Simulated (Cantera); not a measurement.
## Si + Cl₂ + H₂ (chlorosilane synthesis and conversion)

A closed system holds: 1 mol Si, 0.89 mol Cl₂, 5.5 mol H₂, equilibrated at 502 °C and 3.50 bar.

Method: chemical equilibrium by Gibbs-energy minimisation in Cantera with the NASA 1993 tables (ideal gas, pure condensed phases). Candidate condensed phases: Si; 19 gas species. Kinetics and transport are ignored.

| Item | Result |
|---|---|
| x(H₂) | 0.911 |
| x(SiHCl₃) | 0.0431 |
| x(SiCl₄) | 0.0416 |
| x(SiH₂Cl₂) | 0.00344 |
| x(HCl) | 0.000569 |
| x(SiH₃Cl) | 6.23e-5 |
| x(SiCl₃) | 9.92e-6 |
| n(Si(s)) | 0.482 mol |
| gas amount | 5.872 mol |
